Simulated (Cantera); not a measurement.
Mixture: 9.51 % CH4, 23.2 % O2, 67.3 % N2, equivalence ratio 0.82, at 1.00 bar, adiabatic and at constant volume. Ignition delay is the time to a rise of 400 K.

Cantera simulation using GRI-Mech 3.0 (53 species, 325 reactions); the numbers are that mechanism's predictions, not measurements.

### Question
Predict: delay at 1150 K; delay at 1300 K; delay at 1450 K; delay at 1600 K; apparent activation energy between 1525 and 1675 K.

### Answer
| Quantity | Value |
|---|---|
| delay at 1150 K | 66.0 ms |
| delay at 1300 K | 8.06 ms |
| delay at 1450 K | 1.40 ms |
| delay at 1600 K | 0.352 ms |
| apparent activation energy between 1525 and 1675 K | 170 kJ/mol |
